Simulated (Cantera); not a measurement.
# NO annealing gas

An isothermal, constant-pressure homogeneous reactor starts with 82.6 % NO, 17.4 % N₂, at 2198 K and 0.540 bar.

Computed with Cantera and GRI-Mech 3.0 (53 species, 325 reactions).

```
t (s)       x NO     x NO₂     x N₂O     x O₂   x N₂       x O
--------  ------  --------  --------  -------  -----  --------
0.000800   0.823  0.000213  0.000327  0.00118  0.175  0.000558
0.00216    0.816  0.000232  0.000325  0.00442  0.178  0.000603
0.00581    0.798  0.000269  0.000306   0.0133  0.187  0.000693
0.0157     0.749  0.000339  0.000262   0.0377  0.212  0.000892
0.0422     0.621  0.000418  0.000170    0.102  0.276   0.00127
0.114      0.358  0.000355   5.25e-5    0.233  0.407   0.00181
0.307     0.0977  0.000120   4.07e-6    0.363  0.537   0.00221
0.826     0.0222   2.87e-5   6.23e-7    0.400  0.575   0.00231
2.23      0.0151   1.96e-5   5.26e-7    0.404  0.579   0.00232
6.00      0.0150   1.95e-5   5.25e-7    0.404  0.579   0.00232
```
x: mole fraction; the columns are a selection and need not sum to one.

Equilibrium at this temperature and pressure: NO 0.0150, NO₂ 1.95e-5, N₂O 5.25e-7, O₂ 0.404, N₂ 0.579, O 0.00232 (gas phase only).
